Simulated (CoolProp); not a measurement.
Saturated liquid density (kg/m³) of dimethyl ether: the reference equation beside estimates from Tc = 400.4 K, pc = 53.37 bar, ω = 0.196.

Values from CoolProp's reference Helmholtz-energy equation of state, Wu 2011.

```json
[
 {"T (K)": "295.2", "reference": "666.2", "van der Waals": "407.3", "Redlich-Kwong": "585.8", "Peng-Robinson": "685.5"},
 {"T (K)": "300.2", "reference": "658.1", "van der Waals": "402.3", "Redlich-Kwong": "576.8", "Peng-Robinson": "675.8"},
 {"T (K)": "305.2", "reference": "649.8", "van der Waals": "397.2", "Redlich-Kwong": "567.6", "Peng-Robinson": "665.8"},
 {"T (K)": "310.3", "reference": "641.2", "van der Waals": "391.7", "Redlich-Kwong": "557.9", "Peng-Robinson": "655.1"},
 {"T (K)": "315.3", "reference": "632.5", "van der Waals": "386.3", "Redlich-Kwong": "548.0", "Peng-Robinson": "644.2"},
 {"T (K)": "320.3", "reference": "623.5", "van der Waals": "380.6", "Redlich-Kwong": "537.9", "Peng-Robinson": "632.8"},
 {"T (K)": "325.4", "reference": "614.1", "van der Waals": "374.7", "Redlich-Kwong": "527.1", "Peng-Robinson": "620.7"},
 {"T (K)": "330.4", "reference": "604.6", "van der Waals": "368.6", "Redlich-Kwong": "516.2", "Peng-Robinson": "608.2"}
]
```

Absolute difference from the reference over all 8 rows, mean and median: van der Waals 38.9 and 38.9 %, Redlich-Kwong 13.2 and 13.2 %, Peng-Robinson 1.9 and 2.0 %.
